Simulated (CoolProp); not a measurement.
Computed with CoolProp (reference Helmholtz-energy equation of state, Lemmon 2004). It is a short technical equation, of lower accuracy than the large ones.

Question: For n-dodecane, give the phase and the conductivity (mW/(m K)), Prandtl number at 315.35 °C and 15.6 kPa; 120.25 °C and 6410 kPa; 275.25 °C and 3390 kPa.

Answer: 
- 315.35 °C and 15.6 kPa: gas; conductivity 33.8, Prandtl number 0.758
- 120.25 °C and 6410 kPa: liquid; conductivity 117, Prandtl number 9.94
- 275.25 °C and 3390 kPa: liquid; conductivity 87.4, Prandtl number 5.00

Viscosity comes from a separate model (Huber 2004). Thermal conductivity comes from a separate model (Huber 2004).
